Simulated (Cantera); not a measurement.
An isothermal, constant-pressure homogeneous reactor starts with 47.6 % C₃H₈, 52.4 % H₂, at 1575 K and 8500 Pa.

Detailed kinetics in Cantera: GRI-Mech 3.0 (53 species, 325 reactions). GRI-Mech 3.0 was tuned for natural gas; its chemistry of propane as a main component is partial and can be far from experiment. GRI-Mech 3.0 stops at C3 and has no aromatics, soot or wall deposition, so with more carbon than oxygen in the feed, carbon stays in small species such as C2H2 where larger ones or solid carbon would form.

x: mole fraction; the columns are a selection and need not sum to one.

```csv
t (s),x C₃H₈,x H₂,x C₂H,x CH₃,x C₂H₆,x C₂H₂
7.00e-5,0.217,0.462,…,0.0333,0.0195,0.00358
0.000159,0.0610,0.433,…,0.0204,0.0249,0.0210
0.000361,0.00524,0.443,…,0.00740,0.0116,0.0611
0.000820,0.000192,0.468,…,0.00259,0.00326,0.101
0.00186,3.06e-6,0.488,…,0.00115,0.000771,0.133
0.00423,1.68e-7,0.506,…,0.000582,0.000176,0.163
0.00962,5.37e-8,0.525,…,0.000395,6.85e-5,0.193
0.0218,3.27e-8,0.546,…,0.000387,5.82e-5,0.227
0.0496,2.32e-8,0.563,8.56e-8,0.000414,6.03e-5,0.252
0.113,1.91e-8,0.574,9.13e-8,0.000403,5.58e-5,0.258
0.256,1.40e-8,0.590,9.52e-8,0.000363,4.45e-5,0.262
0.581,7.69e-9,0.616,…,0.000295,2.85e-5,0.269
1.32,2.77e-9,0.649,…,0.000204,1.30e-5,0.278
3.00,7.17e-10,0.676,…,0.000115,4.13e-6,0.285
```

**Question.** Some entries are withheld; supply them.

**Answer.** 
- 7.00e-5, x C₂H: 1.56e-8
- 0.000159, x C₂H: 1.15e-7
- 0.000361, x C₂H: 2.44e-7
- 0.000820, x C₂H: 1.74e-7
- 0.00186, x C₂H: 1.07e-7
- 0.00423, x C₂H: 6.84e-8
- 0.00962, x C₂H: 5.69e-8
- 0.0218, x C₂H: 6.86e-8
- 0.581, x C₂H: 1.03e-7
- 1.32, x C₂H: 1.16e-7
- 3.00, x C₂H: 1.31e-7
